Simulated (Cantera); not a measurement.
What does this Cantera script print?

```python
import numpy as np
import cantera as ct

gas_names = """
    H H2 Si SiH SiH2 SiH3 SiH4 Si2 Si3
""".split()
cond_names = """
    Si(cr) Si(L)
""".split()


# ... load() reads the species with a 1 bar reference pressure and builds the phases ...
atoms = {
    'Si': {'Si': 1},
    'H2': {'H': 2},
}
top_T = {}  # K; cautious upper limits of use, not melting points


# ... equilibrate(T, P, feed) seeds the gas with the atoms and calls Mixture.equilibrate('TP', solver="vcs", rtol=1e-11, max_steps=5000) ...
results = []
feed = {'Si': 1, 'H2': 3.6}  # mol
T = 1275  # K
P = 80000  # Pa
mix = equilibrate(T, P, feed)
results.append((T, P, feed, dict(zip(mix.species_names, mix.species_moles))))
print(gas.report(threshold=1e-05))
for i in range(1, mix.n_phases):
    print(f"{mix.phase(i).name:16s} {mix.phase_moles(i):12.5e} mol")
```

Result:

```
       temperature   1275 K
          pressure   80000 Pa
           density   0.015214 kg/m^3
  mean mol. weight   2.016 kg/kmol
   phase of matter   gas

                          1 kg             1 kmol
                     ---------------   ---------------
          enthalpy        1.4463e+07        2.9157e+07  J
   internal energy        9.2044e+06        1.8556e+07  J
           entropy             87087        1.7557e+05  J/K
    Gibbs function       -9.6573e+07       -1.9469e+08  J
 heat capacity c_p             15585             31420  J/K
 heat capacity c_v             11461             23105  J/K

                      mass frac. Y      mole frac. X     chem. pot. / RT
                     ---------------   ---------------   ---------------
                H2           0.99999                 1           -18.366
     [   +8 minor]        1.0628e-05        1.4686e-06

Si(cr)            9.99998e-01 mol
```

Method: chemical equilibrium by Gibbs-energy minimisation in Cantera with the NASA 1993 tables (ideal gas, pure condensed phases).
